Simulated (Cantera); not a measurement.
An adiabatic, constant-volume homogeneous reactor starts with H₂ : O₂ : N₂ = 1 : 0.588 : 2.21 (molar parts), at 1598 K and 4.60 bar. Integrator tolerance rtol = 1e-08.

Computed with Cantera and GRI-Mech 3.0 (53 species, 325 reactions). The hydrogen kinetics of GRI-Mech 3.0 are dated; newer H2 mechanisms differ, most at raised pressure. Above 3000 K some thermodynamic fits are extrapolated.

What does this change do: pressure from 4.60 bar to 5.00 bar?


| quantity | before | after |
|---|---|---|
| time of steepest temperature rise | 2.15 µs | 1.98 µs |
| temperature at 0.300 s | 3116 K | 3125 K |
| equilibrium temperature | 3116 K | 3125 K |
| x(H₂) at 0.300 s | 0.0342 (gas-phase equilibrium 0.0342) | 0.0338 (gas-phase equilibrium 0.0338) |
| x(O₂) at 0.300 s | 0.0244 (gas-phase equilibrium 0.0244) | 0.0242 (gas-phase equilibrium 0.0242) |
| x(NO₂) at 0.300 s | 8.70e-6 (gas-phase equilibrium 8.70e-6) | 9.06e-6 (gas-phase equilibrium 9.06e-6) |
| x(HO₂) at 0.300 s | 2.65e-5 (gas-phase equilibrium 2.65e-5) | 2.74e-5 (gas-phase equilibrium 2.74e-5) |
| x(NO) at 0.300 s | 0.0168 (gas-phase equilibrium 0.0168) | 0.0169 (gas-phase equilibrium 0.0169) |

What does this change do: 0.045 parts CO2 added?


```
quantity                                                            before                                    after
---------------------------------  ---------------------------------------  ---------------------------------------
time of steepest temperature rise                                  2.15 µs                                  2.18 µs
temperature at 0.300 s                                              3116 K                                   3085 K
equilibrium temperature                                             3116 K                                   3085 K
x(H₂) at 0.300 s                     0.0342 (gas-phase equilibrium 0.0342)    0.0305 (gas-phase equilibrium 0.0305)
x(O₂) at 0.300 s                     0.0244 (gas-phase equilibrium 0.0244)    0.0258 (gas-phase equilibrium 0.0258)
x(NO₂) at 0.300 s                  8.70e-6 (gas-phase equilibrium 8.70e-6)  8.95e-6 (gas-phase equilibrium 8.95e-6)
x(HO₂) at 0.300 s                  2.65e-5 (gas-phase equilibrium 2.65e-5)  2.62e-5 (gas-phase equilibrium 2.62e-5)
x(NO) at 0.300 s                     0.0168 (gas-phase equilibrium 0.0168)    0.0165 (gas-phase equilibrium 0.0165)
```
